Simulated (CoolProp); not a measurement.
A simple Rankine cycle with R1336mzz(Z): condensing at 304.15 K, boiler at 1.82 MPa, turbine inlet 420.5 K, turbine efficiency 0.8, pump efficiency 0.6, no recuperator. Each further row changes one setting.

The numbers come from the reference Helmholtz-energy equation of state, McLinden 2020 in CoolProp.

| case | thermal efficiency (%) | net work (kJ/kg) | heat in (kJ/kg) | turbine exit temperature (K) | volume ratio over the turbine |
|---|---|---|---|---|---|
| as stated | 15.0 | 36.7 | 245 | 350.6 | 25.8 |
| turbine inlet 440.5 K | ? | 40.8 | 274 | ? | 23.0 |
| condensing temperature 296.15 K | 16.0 | 40.8 | 255 | 345.8 | ? |
| boiler pressure 1.27 MPa | 13.7 | 35.7 | 259 | 366.5 | 15.1 |
| turbine efficiency 0.7 | 13.0 | 31.9 | 245 | 355.7 | 26.2 |

Question: What belongs in the gaps?

Answer: 
- turbine inlet 440.5 K, thermal efficiency (%): 14.9
- turbine inlet 440.5 K, turbine exit temperature (K): 375.6
- condensing temperature 296.15 K, volume ratio over the turbine: 34.9
